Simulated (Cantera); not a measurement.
A perfectly stirred reactor is fed with CH4 : O2 : N2 = 1 : 1.54 : 5.78 (molar parts), equivalence ratio 1.3, at 1.50 bar; it is adiabatic with a 750 K inlet, and is followed from long to short residence time, starting on the burning branch (τ in s: 0.36, 0.17, 0.076, 0.035, 0.016, 0.0074, 0.0034, 0.0016, 0.00073, 0.00033, 0.00015, 7.1e-05).

Cantera simulation using GRI-Mech 3.0 (53 species, 325 reactions); the numbers are that mechanism's predictions, not measurements.

**Question.** What does this change do: inlet temperature 750 to 475 K?

**Answer.** 
```json
[
 {"quantity": "blow-out, bracketed by the residence times tried", "before": "burning at 71.0 µs, the shortest tried", "after": "burning at 0.150 ms, out at 71.0 µs"},
 {"quantity": "x(CH4) at τ = 0.360 s", "before": "1.78e-6", "after": "1.20e-5"},
 {"quantity": "x(O2) at τ = 0.360 s", "before": "0.000145", "after": "3.89e-5"},
 {"quantity": "x(H2O2) at τ = 0.360 s", "before": "1.45e-8", "after": "4.43e-9"},
 {"quantity": "x(OH) at τ = 0.360 s", "before": "0.00189", "after": "0.000639"},
 {"quantity": "x(NO) at τ = 0.360 s", "before": "0.000435", "after": "0.000173"},
 {"quantity": "x(CH4) at τ = 3.40 ms", "before": "4.96e-5", "after": "0.000108"},
 {"quantity": "x(O2) at τ = 3.40 ms", "before": "0.000943", "after": "0.000795"},
 {"quantity": "x(H2O2) at τ = 3.40 ms", "before": "5.03e-8", "after": "4.46e-8"},
 {"quantity": "x(OH) at τ = 3.40 ms", "before": "0.00382", "after": "0.00216"},
 {"quantity": "x(NO) at τ = 3.40 ms", "before": "0.000572", "after": "0.000342"}
]
```

**Question.** What does this change do: O2 1.54 to 2 parts?

**Answer.** 
| quantity | before | after |
|---|---|---|
| blow-out, bracketed by the residence times tried | burning at 71.0 µs, the shortest tried | burning at 71.0 µs, the shortest tried |
| x(CH4) at τ = 0.360 s | 1.78e-6 | 1.43e-7 |
| x(O2) at τ = 0.360 s | 0.000145 | 0.0151 |
| x(H2O2) at τ = 0.360 s | 1.45e-8 | 2.57e-7 |
| x(OH) at τ = 0.360 s | 0.00189 | 0.0126 |
| x(NO) at τ = 0.360 s | 0.000435 | 0.00639 |
| x(CH4) at τ = 3.40 ms | 4.96e-5 | 1.32e-5 |
| x(O2) at τ = 3.40 ms | 0.000943 | 0.0177 |
| x(H2O2) at τ = 3.40 ms | 5.03e-8 | 2.61e-7 |
| x(OH) at τ = 3.40 ms | 0.00382 | 0.0138 |
| x(NO) at τ = 3.40 ms | 0.000572 | 0.00289 |
